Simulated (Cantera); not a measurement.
An adiabatic, constant-volume homogeneous reactor starts with CH₃OH : O₂ : N₂ = 1 : 1.15 : 4.34 (molar parts), at 1400 K and 101000 Pa.

Cantera simulation using GRI-Mech 3.0 (53 species, 325 reactions); the numbers are that mechanism's predictions, not measurements. GRI-Mech 3.0 was tuned for natural gas; its chemistry of methanol as a main component is partial and can be far from experiment.

Question: Predict: time of steepest temperature rise; temperature at 0.500 s; equilibrium temperature; x(O₂) at 0.500 s; x(NO) at 0.500 s; x(H₂) at 0.500 s; x(HCO) at 0.500 s.

Answer: 
- time of steepest temperature rise = 0.535 ms
- temperature at 0.500 s = 2883 K
- equilibrium temperature = 2883 K
- x(O₂) at 0.500 s = 0.00810 (gas-phase equilibrium 0.00810)
- x(NO) at 0.500 s = 0.00689 (gas-phase equilibrium 0.00689)
- x(H₂) at 0.500 s = 0.0432 (gas-phase equilibrium 0.0432)
- x(HCO) at 0.500 s = 2.45e-7 (gas-phase equilibrium 2.45e-7)
